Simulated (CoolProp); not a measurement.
Vapour-liquid equilibrium of R114 (1) + benzene (2) at 0.329 MPa; x and y are mole fractions of (1).

Computed with CoolProp (multi-fluid Helmholtz-energy mixture model, Platzer 1990 and Thol 2012; pair parameters Bell 2016). This equation is an older, rougher fit; its heat capacities, sound speeds and derivatives of the liquid may be far off and weren't checked against measurements.

```csv
x,bubble temperature (°C),y at the bubble point,dew temperature at overall composition x (°C),liquid density (mol/L)
0.05,102.6,0.420,121.7,9.918
0.125,82.2,0.687,118.3,9.984
0.2,70.7,0.792,114.7,9.924
0.275,63.7,0.843,110.9,9.802
0.35,59.0,0.873,106.8,9.650
0.425,55.7,0.893,[?],9.484
0.5,53.1,0.908,97.3,9.312
0.575,50.8,0.921,[?],9.139
0.65,48.7,0.933,85.6,8.969
0.725,46.7,0.946,78.4,8.802
0.8,[?],[?],69.7,8.642
0.875,42.6,0.973,58.7,8.489
0.95,40.5,0.988,46.0,8.344
```

Complete the blanks.


- 0.425, dew temperature at overall composition x (°C): 102.3
- 0.575, dew temperature at overall composition x (°C): 91.9
- 0.8, bubble temperature (°C): 44.7
- 0.8, y at the bubble point: 0.959

No azeotrope shows between x = 0.05 and 0.95.

The pair parameters rest on a limited set of measurements; away from them the model extrapolates. With so large a gap from Raoult's law the liquid may split in two, which this calculation doesn't test in full.
